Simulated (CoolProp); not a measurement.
The numbers come from the reference Helmholtz-energy equation of state, Lemmon 2006 in CoolProp. It is a short technical equation, of lower accuracy than the large ones.

Problem. Give the vapour pressure (bar), liquid density (kg/m³), vapour Z, surface tension (mN/m) of saturated acetone at 143.45, 156.55 °C.

Solution. 
```csv
T (°C),p (bar),liquid density (kg/m³),vapour Z,surface tension (mN/m)
143.45,10.0,630,0.789,8.66
156.55,13.0,608,0.751,7.24
```

Surface tension comes from a separate correlation (Mulero 2012).
